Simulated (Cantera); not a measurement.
Cantera run:

```python
import numpy as np
import cantera as ct

gas_names = """
    Br Br2 H HBr H2 Si SiBr SiBr2 SiBr3 SiBr4 SiH SiHBr3 SiH2 SiH2Br2 SiH3 SiH3Br SiH4 Si2 Si3
""".split()
cond_names = """
    Br2(cr) Br2(L) Si(cr) Si(L)
""".split()


# ... load() reads the species with a 1 bar reference pressure and builds the phases ...
atoms = {
    'Si': {'Si': 1},
    'Br2': {'Br': 2},
    'H2': {'H': 2},
}
top_T = {}  # K; cautious upper limits of use, not melting points


# ... equilibrate(T, P, feed) seeds the gas with the atoms and calls Mixture.equilibrate('TP', solver="vcs", rtol=1e-11, max_steps=5000) ...
results = []
feed = {'Si': 1, 'Br2': 8.1, 'H2': 0.23}  # mol
T = 848.15  # K
P = 8200  # Pa
mix = equilibrate(T, P, feed)
results.append((T, P, feed, dict(zip(mix.species_names, mix.species_moles))))
print(gas.report(threshold=1e-05))
for i in range(1, mix.n_phases):
    print(f"{mix.phase(i).name:16s} {mix.phase_moles(i):12.5e} mol")
```

Output:

```
       temperature   848.15 K
          pressure   8200 Pa
           density   0.20965 kg/m^3
  mean mol. weight   180.29 kg/kmol
   phase of matter   gas

                          1 kg             1 kmol
                     ---------------   ---------------
          enthalpy            -48928       -8.8215e+06  J
   internal energy            -88042       -1.5873e+07  J
           entropy            1854.3        3.3431e+05  J/K
    Gibbs function       -1.6216e+06       -2.9237e+08  J
 heat capacity c_p            258.52             46610  J/K
 heat capacity c_v             212.4             38295  J/K

                      mass frac. Y      mole frac. X     chem. pot. / RT
                     ---------------   ---------------   ---------------
                Br        0.00096479         0.0021769           -14.812
               Br2           0.70809           0.79886           -29.624
               HBr          0.028133          0.062687           -35.742
             SiBr4           0.26281           0.13628            -113.9
     [  +15 minor]        4.4612e-10        5.1651e-10

Br2(L)            0.00000e+00 mol
Si(cr)            0.00000e+00 mol
```

Cantera equilibrium calculation (NASA polynomials, part measured and part estimated; ideal gas, pure solids and liquids).
